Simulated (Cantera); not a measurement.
An adiabatic, constant-pressure homogeneous reactor starts with 12.8 % CH4, 18.3 % O2, 68.8 % N2, equivalence ratio 1.4, at 1725 K and 770000 Pa.

Cantera simulation using GRI-Mech 3.0 (53 species, 325 reactions); the numbers are that mechanism's predictions, not measurements.

x: mole fraction; the columns are a selection and need not sum to one.

```
t (s)     T (K)     x CH4     x O2  x C2H6    x CH2O     x CH2   x CH2CO    x C2H2
--------  -----  --------  -------  ------  --------  --------  --------  --------
2.00e-6    1725     0.128    0.183       ?   9.87e-6  5.33e-10  1.46e-11  4.65e-11
5.97e-6    1725     0.128    0.183       ?  0.000122   6.92e-9   6.68e-9   7.86e-9
1.78e-5    1735     0.124    0.181       ?   0.00129   8.24e-8   3.08e-6   1.70e-6
5.32e-5    2976  2.83e-12  0.00224  <1e-12   1.45e-8  5.12e-12    <1e-12    <1e-12
0.000159   2977  3.48e-12  0.00188  <1e-12   1.51e-8  5.56e-12    <1e-12    <1e-12
0.000474   2973  3.63e-12  0.00179  <1e-12   1.52e-8  5.58e-12    <1e-12    <1e-12
0.00141    2973  3.63e-12  0.00179  <1e-12   1.52e-8  5.58e-12    <1e-12    <1e-12
0.00422    2973  3.63e-12  0.00179  <1e-12   1.52e-8  5.58e-12    <1e-12    <1e-12
0.0126     2973  3.63e-12  0.00179  <1e-12   1.52e-8  5.58e-12    <1e-12    <1e-12
0.0376     2973  3.63e-12  0.00179  <1e-12   1.52e-8  5.58e-12    <1e-12    <1e-12
0.112      2973  3.63e-12  0.00179  <1e-12   1.52e-8  5.58e-12    <1e-12    <1e-12
0.335      2973  3.63e-12  0.00179  <1e-12   1.52e-8  5.58e-12    <1e-12    <1e-12
1.00       2973  3.63e-12  0.00179  <1e-12   1.52e-8  5.58e-12    <1e-12    <1e-12
```

Q: Fill in the missing entries.

A: 
- 2.00e-6, x C2H6: 6.53e-7
- 5.97e-6, x C2H6: 2.64e-5
- 1.78e-5, x C2H6: 0.000651
